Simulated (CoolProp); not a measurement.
A simple Rankine cycle with chloromethane (R40): condensing at 289.15 K, boiler at 2.1 MPa, turbine inlet 390.9 K, turbine efficiency 0.7, pump efficiency 0.6, no recuperator. Each further row changes one setting.

Values from CoolProp's reference Helmholtz-energy equation of state, Thol 2014.

| case | thermal efficiency (%) | net work (kJ/kg) | heat in (kJ/kg) | turbine exit temperature (K) | volume ratio over the turbine |
|---|---|---|---|---|---|
| as stated | 11.0 | 49.9 | 452 | ? | 4.11 |
| turbine inlet 410.9 K | 11.4 | 54.4 | 476 | 327.0 | 4.11 |
| condensing temperature 281.15 K | 12.3 | 57.3 | 465 | 295.2 | ? |
| boiler pressure 1.47 MPa | 9.1 | ? | ? | 327.7 | ? |
| turbine efficiency 0.6 | ? | 42.4 | 452 | 314.6 | 4.25 |

Problem. What belongs in the gaps?

Solution. 
- as stated, turbine exit temperature (K): 306.7
- condensing temperature 281.15 K, volume ratio over the turbine: 5.16
- boiler pressure 1.47 MPa, net work (kJ/kg): 42.3
- boiler pressure 1.47 MPa, heat in (kJ/kg): 464
- boiler pressure 1.47 MPa, volume ratio over the turbine: 2.95
- turbine efficiency 0.6, thermal efficiency (%): 9.4
